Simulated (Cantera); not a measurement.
Feed: 1 mol TEOS, 0.44 mol H2O, held at 7.70 mbar.

Cantera equilibrium calculation (NASA polynomials, part measured and part estimated; ideal gas, pure solids and liquids). Candidate condensed phases: C, C6H6, C7H8, C8H18, H2O, Si, SiC, SiO2; 123 gas species. The feed counts by its element totals alone. The tables hold silica as quartz up to 1696 K and as liquid above; real silica turns to tridymite and cristobalite and melts near 1996 K. Rates play no part.

Which condensed phases are stable at each of these points (T (K)): 825, 925, 1025, 1125, 1225, 1325, 1425, 1525, 1625?


```tsv
T (K)	condensed phases	Si condensed (%)
825	C(graphite) + SiO2(α-quartz)	100.0
925	C(graphite) + SiO2(β-quartz)	100.0
1025	C(graphite) + SiO2(β-quartz)	100.0
1125	C(graphite) + SiO2(β-quartz)	100.0
1225	C(graphite) + SiO2(β-quartz)	100.0
1325	C(graphite) + SiO2(β-quartz)	99.9
1425	C(graphite) + SiC(s)	99.4
1525	C(graphite) + SiC(s)	99.0
1625	C(graphite) + SiC(s)	98.6
```

At 825 K the condensed part is C(graphite) + SiO2(α-quartz). From 925 K to 1325 K the condensed part is C(graphite) + SiO2(β-quartz). From 1425 K to 1625 K the condensed part is C(graphite) + SiC(s).
